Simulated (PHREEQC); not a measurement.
Make-up at 25 °C: 0.0022 mol ZnSO4, 0.023 mol CuCl2, 4.1e-05 mol HCl and 9.9e-05 mol NaCl per kg of water. Closed to the air; pH follows from the charge balance.

The numbers come from PHREEQC with the ion-association model, wateq4f.dat.

### Question
The ionic strength comes out as 0.0714 mol/kgw. What activity coefficients do Zn+2, Na+, CuOH+, Cu+2, CuCl+ get?

### Answer
Zn+2 0.44, Na+ 0.80, CuOH+ 0.79, Cu+2 0.44, CuCl+ 0.79.

No solid was allowed to form. Examples of supersaturated solids here: Atacamite. Others may be too. Complexes and solids missing from the database can't appear.
